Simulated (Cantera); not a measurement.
Cantera run, input and output.

```python
import numpy as np
import cantera as ct

gas = ct.Solution("gri30.yaml")
gas.TPX = 600, 1000000, {'CH4': 1, 'C2H6': 0.057, 'O2': 3.23, 'N2': 12.2, 'H2O': 1.8}
flame = ct.FreeFlame(gas, width=0.008)
flame.set_refine_criteria(ratio=3, slope=0.08, curve=0.16)
flame.transport_model = "mixture-averaged"
flame.solve(loglevel=0, auto=True)
flame.transport_model = "multicomponent"
flame.soret_enabled = True
flame.solve(loglevel=0, refine_grid=True)
z, T = flame.grid, flame.T
thick = (T[-1] - T[0]) / np.gradient(T, z).max()
show = ['CH4', 'C2H6', 'O2', 'C2H4', 'H2', 'CH2O']
print(f"laminar burning velocity  {flame.velocity[0] * 100:.3f} cm/s")
print(f"burnt temperature         {T[-1]:.1f} K")
print(f"thermal thickness         {thick * 1e3:.4f} mm")
print(f"grid points               {len(z)}")
z0 = z[flame.heat_release_rate.argmax()]
print(f"{'z/mm':>9s}{'T/K':>9s}{'u/(m/s)':>9s}" + "".join(f"{s:>11s}" for s in show))
rows = []
for k in (-3, -2, -1.5, -1, -0.5, -0.25, 0, 0.25, 0.5, 1, 2, 4, 8):
    zz = z0 + k * thick
    rows.append([k * thick, np.interp(zz, z, T), np.interp(zz, z, flame.velocity),
                 *(np.interp(zz, z, flame.X[gas.species_index(s)]) for s in show)])
    print(f"{rows[-1][0] * 1e3:9.3f}{rows[-1][1]:9.1f}{rows[-1][2]:9.3f}" + "".join(f"{x:11.3e}" for x in rows[-1][3:]))
```

Output:

```
laminar burning velocity  17.254 cm/s
burnt temperature         1883.5 K
thermal thickness         0.1597 mm
grid points               132
     z/mm      T/K  u/(m/s)        CH4       C2H6         O2       C2H4         H2       CH2O
   -0.479    602.8    0.173  5.445e-02  3.117e-03  1.765e-01  7.569e-07  2.462e-04  1.290e-06
   -0.319    616.0    0.177  5.355e-02  3.112e-03  1.758e-01  6.402e-06  5.054e-04  1.079e-05
   -0.240    649.8    0.187  5.160e-02  3.087e-03  1.738e-01  2.660e-05  7.646e-04  4.435e-05
   -0.160    769.9    0.222  4.558e-02  2.895e-03  1.649e-01  1.326e-04  1.195e-03  2.163e-04
   -0.080   1127.6    0.327  2.842e-02  1.791e-03  1.321e-01  6.040e-04  1.902e-03  9.129e-04
   -0.040   1425.8    0.414  1.366e-02  6.714e-04  1.014e-01  8.198e-04  2.309e-03  1.018e-03
    0.000   1709.8    0.497  1.765e-03  2.683e-05  7.133e-02  1.830e-04  1.924e-03  2.173e-04
    0.040   1823.9    0.527  2.577e-05  9.215e-09  6.029e-02  1.279e-06  7.777e-04  5.255e-06
    0.080   1858.4    0.536  3.588e-07  2.590e-12  5.789e-02  6.777e-09  3.499e-04  7.824e-08
    0.160   1877.3    0.541  4.852e-10 -6.644e-16  5.691e-02  1.810e-12  1.128e-04  1.141e-10
    0.319   1882.9    0.542  1.714e-12  1.428e-16  5.670e-02  2.952e-15  4.094e-05  1.457e-12
    0.639   1883.5    0.543  2.545e-13  1.562e-17  5.669e-02  3.787e-16  3.296e-05  2.184e-13
    1.277   1883.6    0.543  5.606e-14  1.401e-18  5.669e-02  3.221e-17  3.278e-05  5.275e-14
```

Cantera simulation using GRI-Mech 3.0 (53 species, 325 reactions); the numbers are that mechanism's predictions, not measurements. Burning velocities carry a grid error of a few per cent, more on coarse grids.
